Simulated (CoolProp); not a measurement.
n-heptane at 293.15 K and 0.15 MPa is throttled through a valve to 0.0418 MPa with no heat exchange. Each further row changes one setting.

The numbers come from the reference Helmholtz-energy equation of state, Span 2003 in CoolProp. It is a short technical equation, of lower accuracy than the large ones.

```csv
case,temperature change (K)
as stated,+0.0
outlet pressure 0.0125 MPa,+0.1
outlet pressure 0.0543 MPa,+0.0
```
